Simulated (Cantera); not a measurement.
Charge: 1 mol FeS2, 2.4 mol H2S, 7.2 mol CO2, 2.7 mol SO2, held at 11.0 bar.

Equilibrium computed with Cantera from the NASA thermochemical tables; the gas is ideal and each condensed phase is pure. Candidate condensed phases: C, C6H6, C7H8, C8H18, Fe, Fe(CO)5, FeO, Fe(OH)2, Fe(OH)3, FeS, FeSO4, FeS2, Fe2O3, Fe2(SO4)3, Fe3O4, H2O, H2SO4, S; 127 gas species. FeS: taken at fixed stoichiometry. Gases not in the tables: S3 to S7. Equilibrium is a limit: real reactors are often held back by kinetics, nucleation or transport.

Task: Which condensed phases are stable at each of these points (T (°C)): 950, 1025, 1100, 1175, 1250, 1325, 1400, 1475?

Result: 
| T (°C) | condensed phases | Fe condensed (%) |
|---|---|---|
| 950 | FeS(s) | 100.0 |
| 1025 | FeS(s) | 100.0 |
| 1100 | FeS(s) | 100.0 |
| 1175 | FeS(s) | 100.0 |
| 1250 | FeS(l) | 100.0 |
| 1325 | FeS(l) | 100.0 |
| 1400 | FeS(l) | 100.0 |
| 1475 | FeS(l) | 100.0 |

From 950 °C to 1175 °C the condensed part is FeS(s). From 1250 °C to 1475 °C the condensed part is FeS(l).
